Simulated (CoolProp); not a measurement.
Aqueous ethylene glycol as a coolant, 44 % by mass, freezing at -28.3 °C, 1 atm.

Model: Melinder's fits for secondary coolants, in CoolProp.

```json
[
 {"T (°C)": "-18.7", "conductivity (W/(m K))": "0.383", "viscosity (mPa s)": "16.3", "Prandtl number": "138", "cp (kJ/(kg K))": "3.248"},
 {"T (°C)": "-7.4", "conductivity (W/(m K))": "0.391", "viscosity (mPa s)": "9.15", "Prandtl number": "77.4", "cp (kJ/(kg K))": "(withheld)"},
 {"T (°C)": "3.9", "conductivity (W/(m K))": "0.399", "viscosity (mPa s)": "5.59", "Prandtl number": "47.1", "cp (kJ/(kg K))": "3.361"},
 {"T (°C)": "15.2", "conductivity (W/(m K))": "0.407", "viscosity (mPa s)": "3.68", "Prandtl number": "(withheld)", "cp (kJ/(kg K))": "3.415"},
 {"T (°C)": "26.6", "conductivity (W/(m K))": "0.415", "viscosity (mPa s)": "2.57", "Prandtl number": "21.4", "cp (kJ/(kg K))": "(withheld)"},
 {"T (°C)": "37.9", "conductivity (W/(m K))": "0.423", "viscosity (mPa s)": "1.90", "Prandtl number": "15.8", "cp (kJ/(kg K))": "(withheld)"}
]
```

Question: Some entries are withheld; supply them.

Answer: 
- -7.4, cp (kJ/(kg K)): 3.305
- 15.2, Prandtl number: 30.8
- 26.6, cp (kJ/(kg K)): 3.466
- 37.9, cp (kJ/(kg K)): 3.515
